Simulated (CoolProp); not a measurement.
R22 along the isotherm 141.95 °C: fugacity coefficient from the reference equation and from simpler models built on Tc = 96.1 °C, pc = 4990 kPa, ω = 0.221; each cubic takes its own stable root.

The numbers come from the reference Helmholtz-energy equation of state, Kamei 1995 in CoolProp.

| p (kPa) | phase | reference |
|---|---|---|
| 23.7 | gas | 0.9989 |
| 39.9 | gas | 0.9982 |
| 67.4 | gas | 0.9969 |
| 114 | gas | 0.9948 |
| 192 | gas | 0.9912 |
| 324 | gas | 0.9852 |
| 547 | gas | 0.9751 |
| 923 | gas | 0.9580 |
| 1560 | gas | 0.9295 |
| 2630 | gas | 0.8822 |
| 4440 | gas | 0.8041 |
| 7490 | supercritical | 0.6784 |

Problem. How far does each simpler model (van der Waals, Redlich-Kwong, Soave-Redlich-Kwong, Peng-Robinson) lie from the reference over these 12 states: mean and median of the absolute difference, and the worst?

Solution. 
- van der Waals: mean 0.2 %, median 0.1 %, worst -1.5 % at 141.95 °C and 7490 kPa
- Redlich-Kwong: mean 0.4 %, median 0.1 %, worst -1.8 % at 141.95 °C and 7490 kPa
- Soave-Redlich-Kwong: mean 0.2 %, median 0.0 %, worst +1.4 % at 141.95 °C and 7490 kPa
- Peng-Robinson: mean 0.8 %, median 0.3 %, worst -3.0 % at 141.95 °C and 7490 kPa
